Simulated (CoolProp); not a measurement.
Vapour-liquid equilibrium of propane (1) + c-C4F8 (RC318) (2) at 324.7 K; x and y are mole fractions of (1).

The numbers come from the multi-fluid Helmholtz-energy mixture model, Lemmon 2009 and Platzer 1990; pair parameters Bell 2016 in CoolProp. This equation is an older, rougher fit; its heat capacities, sound speeds and derivatives of the liquid may be far off and weren't checked against measurements.

```tsv
x	bubble pressure, mixture model (bar)	bubble pressure, Raoult's law (bar)	y, mixture model	y, Raoult's law
0.05	8.021	7.302	0.168	0.121
0.15	10.32	8.398	0.378	0.316
0.25	12.24	9.495	0.502	0.467
0.35	13.78	10.59	0.585	0.586
0.45	15.00	11.69	0.647	0.682
0.55	15.98	12.78	0.700	0.762
0.65	16.76	13.88	0.750	0.830
0.75	17.37	14.98	0.803	0.887
0.85	17.76	16.07	0.866	0.937
0.95	17.85	17.17	0.948	0.980
```

The largest gap from Raoult's law is +30.1 % in bubble pressure, at x = 0.35. y crosses x between x = 0.85 and 0.95: the model has an azeotrope there.

The pair parameters rest on a limited set of measurements; away from them the model extrapolates.
